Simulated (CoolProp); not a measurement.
C2F6 (R116) at several states: fugacity coefficient from the reference equation and from simpler models built on Tc = 293.0 K, pc = 3.048 MPa, ω = 0.257; each cubic takes its own stable root.

Model: reference Helmholtz-energy equation of state, Lemmon 2006, in CoolProp. It is a short technical equation, of lower accuracy than the large ones.

| T (K) | p (MPa) | phase | reference |
|---|---|---|---|
| 238.7 | 0.0686 | gas | 0.9852 |
| 207.7 | 0.163 | gas | 0.9440 |
| 263.7 | 0.663 | gas | 0.8975 |
| 273.6 | 1.77 | gas | 0.7565 |
| 315.6 | 0.0116 | gas | 0.9990 |

Task: How far does each simpler model (van der Waals, Soave-Redlich-Kwong) lie from the reference over these 5 states: mean and median of the absolute difference, and the worst?

Result: 
- van der Waals: mean 2.0 %, median 2.2 %, worst +5.3 % at 273.6 K and 1.77 MPa
- Soave-Redlich-Kwong: mean 0.1 %, median 0.0 %, worst +0.4 % at 207.7 K and 0.163 MPa
